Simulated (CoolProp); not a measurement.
Vapour-liquid equilibrium of dimethyl carbonate (1) + n-octane (2) at 0.0226 MPa; x and y are mole fractions of (1).

The numbers come from the multi-fluid Helmholtz-energy mixture model, Zhou 2011 and Beckmüller 2019; pair parameters Bell 2016 in CoolProp.

```tsv
x	bubble temperature (°C)	y at the bubble point	dew temperature at overall composition x (°C)	liquid density (mol/L)
0.05	67.9	0.381	(withheld)	(withheld)
0.125	58.4	0.610	75.9	6.246
0.2	53.5	(withheld)	73.7	6.536
0.275	50.8	0.749	(withheld)	6.830
0.35	49.4	0.773	69.0	(withheld)
0.425	48.7	0.786	66.3	7.470
0.5	48.4	0.793	63.4	7.829
0.575	48.2	0.798	60.1	8.224
0.65	48.1	0.802	56.4	8.659
0.725	48.0	0.809	52.2	9.143
0.8	47.8	0.824	48.1	9.683
0.875	47.9	0.854	48.0	(withheld)
0.95	48.4	0.918	48.7	10.96
```

Some entries are withheld; supply them.


- 0.05, dew temperature at overall composition x (°C): 77.9
- 0.05, liquid density (mol/L): 5.945
- 0.2, y at the bubble point: 0.703
- 0.275, dew temperature at overall composition x (°C): 71.5
- 0.35, liquid density (mol/L): 7.139
- 0.875, liquid density (mol/L): 10.29

y crosses x between x = 0.8 and 0.875: the model has an azeotrope there.

Pair parameters are fitted to limited data, so mixtures are less certain than the pure fluids. With so large a gap from Raoult's law the liquid may split in two, which this calculation doesn't test in full.
